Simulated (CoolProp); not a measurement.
Dimethyl carbonate along the isobar 0.672 MPa: fugacity coefficient from the reference equation and from simpler models built on Tc = 557.0 K, pc = 4.909 MPa, ω = 0.346; each cubic takes its own stable root.

Model: reference Helmholtz-energy equation of state, Zhou 2011, in CoolProp.

```csv
T (K),phase,reference
353.2,liquid,0.1078
377.3,liquid,0.2260
401.3,liquid,0.4213
425.4,liquid,0.7173
449.4,gas,0.9067
473.5,gas,0.9212
497.6,gas,0.9328
521.6,gas,0.9422
545.7,gas,0.9500
```

Question: How far does each simpler model (van der Waals, Peng-Robinson) lie from the reference over these 9 states: mean and median of the absolute difference, and the worst?

Answer: 
- van der Waals: mean 119.7 %, median 2.9 %, worst +626.2 % at 353.2 K and 0.672 MPa
- Peng-Robinson: mean 0.5 %, median 0.6 %, worst -0.7 % at 473.5 K and 0.672 MPa

At some of these states van der Waals gives the other phase, because its saturation line lies elsewhere.
